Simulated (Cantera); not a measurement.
Input: 1 mol Fe, 14 mol H2O, 8.2 mol CO, 0.35 mol NH3, held at 1152 °C and 2100000 Pa.

Cantera equilibrium calculation (NASA polynomials, part measured and part estimated; ideal gas, pure solids and liquids). The tables' stoichiometric FeO is somewhat more stable than real wüstite, so its field is too wide. FeO: taken at fixed stoichiometry. Equilibrium is a limit: real reactors are often held back by kinetics, nucleation or transport.

```
species       before    after
-----------  -------  -------
H2O            0.409    0.375
H2             0.225    0.255
CO2            0.159    0.205
CO             0.199    0.152
CH4          2.81e-5  0.00570
NH3          1.54e-5  6.64e-5
N2           0.00763  0.00770
FeO(s), mol    1.000    1.000
```
Gas species are given as mole fractions.

**Question.** Which change was made?
(A) temperature from 1152 °C to 727 °C
(B) CO from 8.2 to 1.5 mol
(C) temperature from 1152 °C to 1725 °C
(D) temperature from 1152 °C to 850 °C

**Answer.** D, temperature from 1152 °C to 850 °C
